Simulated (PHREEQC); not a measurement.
Consider water at 25 °C with 0.0045 mol Cu(NO3)2, 0.0038 mol HBF4 and 4.3e-05 mol H3BO3 per kg of water. Closed to the air; pH follows from the charge balance.

Model: ion-association model, phreeqc.dat, run in PHREEQC.

This is a speciation only: nothing precipitates in the calculation.

Problem. Order these F species by the share of F that they hold, largest first: BF3OH-, BF4-, BF2(OH)2-, F-, HF.

Solution. BF4- (64 %), HF (24 %), F- (5.5 %), BF3OH- (4.9 %), BF2(OH)2- (1.2 %)

Problem. Order these B species by the share of B that they hold, largest first: BF3OH-, BF2(OH)2-, H3BO3, BF4-.

Solution. BF4- (63 %), H3BO3 (28 %), BF3OH- (6.4 %), BF2(OH)2- (2.4 %)

The pH is 2.48 and the ionic strength 0.0171 mol/kgw. Complexes and solids missing from the database can't appear. Real BF4- forms and hydrolyses slowly; the run takes it at equilibrium.
